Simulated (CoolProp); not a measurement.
Properties of CHF3 (R23) along the isobar 11.6 bar.

Values from CoolProp's reference Helmholtz-energy equation of state, Penoncello 2003.

```tsv
T (°C)	phase	Z	cp (kJ/(kg K))
-56.05	liquid	0.03346	1.297
-33.45	liquid	0.03287	1.405
-10.85	gas	0.8432	0.9322
11.75	gas	0.8884	0.8519
34.45	gas	0.9168	0.8354
57.05	gas	0.9362	0.8415
79.65	gas	0.9502	0.8573
102.35	gas	0.9607	0.8779
124.95	gas	0.9688	0.9006
147.55	gas	0.9751	0.9241
170.25	gas	0.9801	0.9479
192.85	gas	0.9841	0.9711
```
